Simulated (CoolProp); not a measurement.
trans-2-butene along the isotherm 525 K: fugacity coefficient from the reference equation and from simpler models built on Tc = 428.6 K, pc = 40.19 bar, ω = 0.210; each cubic takes its own stable root.

The numbers come from the reference Helmholtz-energy equation of state, Lemmon 2005 in CoolProp. It is a short technical equation, of lower accuracy than the large ones.

```tsv
p (bar)	phase	reference	Redlich-Kwong	Peng-Robinson
16.7	gas	0.9286	0.9244	0.9208
33.5	gas	0.8602	0.8523	0.8475
50.2	supercritical	0.7960	0.7848	0.7810
67	supercritical	0.7359	0.7218	0.7210
83.7	supercritical	0.6818	0.6659	0.6688
100	supercritical	0.6358	0.6199	0.6257
117	supercritical	0.5956	0.5812	0.5886
134	supercritical	0.5629	0.5507	0.5586
151	supercritical	0.5367	0.5267	0.5344
167	supercritical	0.5168	0.5087	0.5158
184	supercritical	0.4997	0.4935	0.4998
201	supercritical	0.4860	0.4815	0.4867
```
